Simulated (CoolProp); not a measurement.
Properties of sulfur dioxide along the isobar 5690 kPa.

Computed with CoolProp (reference Helmholtz-energy equation of state, Gao 2016).

```csv
T (K),phase,density (kg/m³),cv (kJ/(kg K)),Joule-Thomson coefficient (K/MPa)
225.8,liquid,1564,0.8478,-0.3023
246.9,liquid,1511,0.8314,-0.2895
268.1,liquid,1457,0.8196,-0.2679
289.3,liquid,1402,0.8112,-0.2344
310.5,liquid,1344,0.8051,-0.1840
331.6,liquid,1281,0.8010,-0.1079
352.8,liquid,1212,0.7995,0.01345
374,liquid,1130,0.8034,0.2243
395.1,liquid,1025,0.8206,0.6686
416.3,gas,176.6,0.8023,13.86
437.5,gas,142.3,0.7164,11.89
458.7,gas,124.7,0.6788,10.38
479.8,gas,112.8,0.6603,9.183
501,gas,103.8,0.6517,8.190
```
